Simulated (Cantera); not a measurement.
Feed: 1 mol TiO2, 2.1 mol C, 0.26 mol CO, 1.2 mol CH4, at 2373 K and 1 atm.

Equilibrium computed with Cantera from the NASA thermochemical tables; the gas is ideal and each condensed phase is pure. Candidate condensed phases: C, C6H6, C7H8, C8H18, H2O, Ti, TiC, TiO, TiO2, Ti2O3, Ti3O5, Ti4O7; 113 gas species. TiC: taken at fixed stoichiometry. Equilibrium is a limit: real reactors are often held back by kinetics, nucleation or transport.

Base state: H2 0.504, CO 0.483, H 0.00985, C2H2 (acetylene) 0.00310, CH4 4.81e-5, CH3 1.74e-5 (mole fractions); condensed: C(graphite) + TiC(s).

Problem. What changes in the equilibrium state with this change: temperature from 2373 K to 1950 K?

Solution. 
```tsv
species	before	after
H2	0.504	0.514
CO	0.483	0.485
H	0.00985	0.000816
C2H2 (acetylene)	0.00310	0.000281
H2O	8.36e-6	3.63e-5
CH3	1.74e-5	4.12e-6
C(graphite), mol	0.270	0.297
TiC(s), mol	1.000	1.00
```

Problem. What changes in the equilibrium state with this change: temperature from 2373 K to 2075 K?

Solution. 
```
species            before     after
----------------  -------  --------
H2                  0.504     0.513
CO                  0.483     0.485
H                 0.00985   0.00189
C2H2 (acetylene)  0.00310  0.000636
H2O               8.36e-6   2.21e-5
CH3               1.74e-5   6.75e-6
CH4               4.81e-5   9.34e-5
C(graphite), mol    0.270     0.294
TiC(s), mol         1.000      1.00
```

Problem. What changes in the equilibrium state with this change: pressure from 1 atm to 68.0 Pa?

Solution. 
| species | before | after |
|---|---|---|
| CO | 0.483 | 0.414 |
| H2 | 0.504 | 0.293 |
| H | 0.00985 | 0.290 |
| Ti | 3.25e-7 | 0.000484 |
| CH4 | 4.81e-5 | 1.09e-8 |
| C | 2.61e-8 | 3.89e-5 |
| C3 | 6.10e-8 | 9.08e-5 |
| C(graphite), mol | 0.270 | 0.280 |
| TiC(s), mol | 1.000 | 0.997 |
